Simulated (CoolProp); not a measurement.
Saturated liquid density (kg/m³) of hydrogen sulfide: the reference equation beside estimates from Tc = 373.1 K, pc = 8.999 MPa, ω = 0.101. Rackett uses Z = 0.29056 − 0.08775 ω.

The numbers come from the reference Helmholtz-energy equation of state, Lemmon 2006 in CoolProp. It is a short technical equation, of lower accuracy than the large ones.

| T (K) | reference | Rackett | van der Waals | Redlich-Kwong | Soave-Redlich-Kwong | Peng-Robinson |
|---|---|---|---|---|---|---|
| 259.6 | 861.5 | 864.5 | 566.4 | 821.8 | 829.4 | 939.1 |
| 262.3 | 855.9 | 859.2 | (withheld) | 815.5 | 823.4 | (withheld) |
| 265 | 850.4 | 853.8 | 559.2 | 809.1 | 817.2 | 925.7 |
| 267.7 | (withheld) | 848.3 | 555.5 | 802.5 | 811.0 | 918.8 |
| 270.4 | 839.0 | 842.8 | 551.8 | 795.9 | 804.6 | (withheld) |
| 273.1 | 833.2 | 837.2 | 548.1 | 789.2 | 798.1 | 904.5 |
| 275.8 | 827.3 | 831.6 | 544.3 | 782.4 | 791.5 | 897.1 |
| 278.5 | 821.4 | 825.9 | 540.4 | 775.4 | 784.8 | (withheld) |
| 281.3 | 815.1 | 819.8 | 536.3 | 768.1 | 777.7 | 881.7 |
| 284 | 809.0 | 814.0 | 532.3 | 760.9 | 770.7 | (withheld) |
| 286.7 | 802.8 | 808.0 | (withheld) | 753.6 | 763.6 | 865.8 |

### Question
Fill in the missing entries.

### Answer

- 262.3, van der Waals: 562.8
- 262.3, Peng-Robinson: 932.5
- 267.7, reference: 844.7
- 270.4, Peng-Robinson: 911.7
- 278.5, Peng-Robinson: 889.6
- 284, Peng-Robinson: 873.8
- 286.7, van der Waals: 528.2

Absolute difference from the reference over all 11 rows, mean and median: Rackett 0.5 and 0.5 %, van der Waals 34.2 and 34.2 %, Redlich-Kwong 5.3 and 5.3 %, Soave-Redlich-Kwong 4.2 and 4.2 %, Peng-Robinson 8.5 and 8.6 %.
